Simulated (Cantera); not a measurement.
An adiabatic, constant-pressure homogeneous reactor starts with CO : H2 : CH4 : O2 : N2 : CO2 = 1 : 0.14 : 0.84 : 5.36 : 20.1 : 3.9 (molar parts), equivalence ratio 0.42, at 1598 K and 10.9 atm. Integrator tolerance rtol = 1e-08.

Model: GRI-Mech 3.0 (53 species, 325 reactions), integrated in Cantera.

Task: What does this change do: CH4 0.84 to 1.1 parts?

Result: 
| quantity | before | after |
|---|---|---|
| time of steepest temperature rise | 38.1 µs | 45.5 µs |
| temperature at 0.400 s | 2322 K | 2436 K |
| equilibrium temperature | 2322 K | 2436 K |
| x(CO) at 0.400 s | 0.00239 (gas-phase equilibrium 0.00239) | 0.00526 (gas-phase equilibrium 0.00526) |
| x(H2) at 0.400 s | 0.000132 (gas-phase equilibrium 0.000132) | 0.000339 (gas-phase equilibrium 0.000339) |
| x(CH4) at 0.400 s | <1e-12 (gas-phase equilibrium <1e-12) | <1e-12 (gas-phase equilibrium <1e-12) |
| x(NO) at 0.400 s | 0.0101 (gas-phase equilibrium 0.0101) | 0.0113 (gas-phase equilibrium 0.0113) |
| x(C2H2) at 0.400 s | <1e-12 (gas-phase equilibrium <1e-12) | <1e-12 (gas-phase equilibrium <1e-12) |
